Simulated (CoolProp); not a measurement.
R124 at 278.16 K and 0.472 MPa is throttled through a valve to 0.0458 MPa with no heat exchange. Each further row changes one setting.

The numbers come from the reference Helmholtz-energy equation of state, de Vries 1995 in CoolProp.

| case | temperature change (K) | final phase | final density (kg/m³) |
|---|---|---|---|
| as stated | … | … | … |
| outlet pressure 0.0137 MPa | … | … | … |
| outlet pressure 0.0595 MPa | … | … | 22.0 |

Problem. Complete the blanks.

Solution. 
- as stated, temperature change (K): -34.4
- as stated, final phase: two-phase, vapour fraction 0.211
- as stated, final density (kg/m³): 14.9
- outlet pressure 0.0137 MPa, temperature change (K): -56.3
- outlet pressure 0.0137 MPa, final phase: two-phase, vapour fraction 0.322
- outlet pressure 0.0137 MPa, final density (kg/m³): 3.17
- outlet pressure 0.0595 MPa, temperature change (K): -29.0
- outlet pressure 0.0595 MPa, final phase: two-phase, vapour fraction 0.181
